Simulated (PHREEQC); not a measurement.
A column of 0.5 m (30 cells, dispersivity 0.04 m, 3600 s a shift, diffusion coefficient 3e-10 m²/s) holds 0.027 eq of the database's cation exchanger X per kg of pore water, first in equilibrium with 9.2 mmol/kgw (NH4)2SO4, 0.79 mmol/kgw MgCl2 and 0.01 mmol/kgw HCl. It is flushed with 17 mmol/kgw KBr, 8.3 mmol/kgw (NH4)2SO4, 0.61 mmol/kgw MgCl2 and 0.01 mmol/kgw HCl, at 25 °C. Values are for the last cell. No CO2 enters from the air. No solid was allowed to form.

Model: ion-association model, phreeqc.dat, run in PHREEQC.

| pore volumes | Br in solution (mol/kgw) | K in solution (mol/kgw) | Mg in solution (mol/kgw) | NH4 in solution (mol/kgw) |
|---|---|---|---|---|
| 0 | 0 | 0 | 0.000790 | 0.0184 |
| 0.4167 | 0.000266 | 6.12e-8 | 0.000806 | 0.0186 |
| 0.95 | ___ | 0.000837 | 0.00142 | 0.0241 |
| 1.35 | ___ | ___ | ___ | 0.0240 |
| 1.75 | 0.0162 | 0.00924 | 0.00177 | 0.0213 |
| 2.283 | 0.0169 | 0.0133 | ___ | 0.0186 |
| 2.683 | 0.0170 | 0.0150 | ___ | 0.0175 |
| 3.083 | 0.0170 | 0.0159 | 0.000962 | 0.0170 |
| 3.617 | 0.0170 | 0.0165 | 0.000803 | 0.0167 |
| 4.017 | 0.0170 | 0.0167 | 0.000731 | 0.0166 |

**Question.** What belongs in the gaps?

**Answer.** 
- 0.95, Br in solution (mol/kgw): 0.00890
- 1.35, Br in solution (mol/kgw): 0.0142
- 1.35, K in solution (mol/kgw): 0.00469
- 1.35, Mg in solution (mol/kgw): 0.00184
- 2.283, Mg in solution (mol/kgw): 0.00140
- 2.683, Mg in solution (mol/kgw): 0.00115
